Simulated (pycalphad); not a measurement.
## Effect of C content in Ti-C

All values are pycalphad results on the COST 507 light-alloy database (1999) (1 atm), not direct measurements. The data set is of 1999 and partly superseded. Amounts are mole fractions of atoms. Kinetics are ignored, which matters at the lower temperatures.

```
alloy            liquidus (K)  first solid  solidus (K)     phases at 970 K
---------------  ------------  -----------  -----------  ------------------
Ti-0.35C (at.%)          1940          bcc         1939            hcp 1.00
Ti-0.7C (at.%)           1938          bcc         1938            hcp 1.00
Ti-1.4C (at.%)           1935          bcc         1934  hcp 0.98, fcc 0.02
Ti-2.1C (at.%)           1932          bcc         1929  hcp 0.96, fcc 0.04
Ti-2.8C (at.%)           1927          bcc         1925  hcp 0.94, fcc 0.06
```

The fcc model also describes the rock-salt carbide or nitride (TiC, TiN, HfC).
